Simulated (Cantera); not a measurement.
Silicon carbide growth: CH3SiCl3 + C2H2 + H2

A closed system holds: 1 mol CH3SiCl3, 0.0082 mol C2H2, a varied amount of H2, equilibrated at 1552 °C and 2.25 Torr.

Cantera equilibrium calculation (NASA polynomials, part measured and part estimated; ideal gas, pure solids and liquids). Candidate condensed phases: C, C6H6, C7H8, C8H18, Si, SiC; 109 gas species. The feed counts by its element totals alone. The tables' values for SiCl3, SiCl are old estimates; treat these amounts as uncertain. Equilibrium is a limit: real reactors are often held back by kinetics, nucleation or transport.

From 4.4 mol H2 to 65 mol H2 the condensed part is C(graphite) + SiC(s). From 130 mol H2 to 1900 mol H2 the condensed part is SiC(s). The main Si-bearing gas is SiCl2 at 4.4 mol H2 and Si at 1900 mol H2. The share of Si in condensed phases is highest at 65 mol H2 (98.5 %) and lowest at 1900 mol H2 (82.0 %).

| n(H2) (mol) | log p H2 | log p HCl | log p SiCl2 | log p H | log p Cl | log p SiCl3 | n C(graphite) | n SiC(s) |
|---|---|---|---|---|---|---|---|---|
| 4.4 | -2.74 | -2.96 | -4.28 | -4.73 | -5.07 | -6.21 | 0.148 | 0.867 |
| 8.6 | -2.65 | -3.14 | -4.72 | -4.68 | -5.29 | -6.87 | 0.0887 | 0.924 |
| 17 | -2.60 | -3.36 | -5.23 | -4.65 | -5.54 | -7.63 | 0.0505 | 0.959 |
| 33 | -2.56 | -3.61 | -5.76 | -4.64 | -5.80 | -8.43 | 0.0255 | 0.977 |
| 65 | -2.55 | -3.89 | -6.32 | -4.63 | -6.09 | -9.28 | 0.00284 | 0.985 |
| 130 | -2.54 | -4.18 | -6.79 | -4.62 | -6.38 | -10.04 | 0 | 0.984 |
| 250 | -2.53 | -4.45 | -7.26 | -4.62 | -6.66 | -10.79 | 0 | 0.976 |
| 490 | -2.53 | -4.74 | -7.78 | -4.62 | -6.95 | -11.61 | 0 | 0.954 |
| 960 | -2.53 | -5.03 | -8.34 | -4.62 | -7.24 | -12.45 | 0 | 0.910 |
| 1900 | -2.53 | -5.33 | -8.91 | -4.62 | -7.54 | -13.32 | 0 | 0.820 |
log p: log10 of the partial pressure in bar; n: condensed amount in mol.
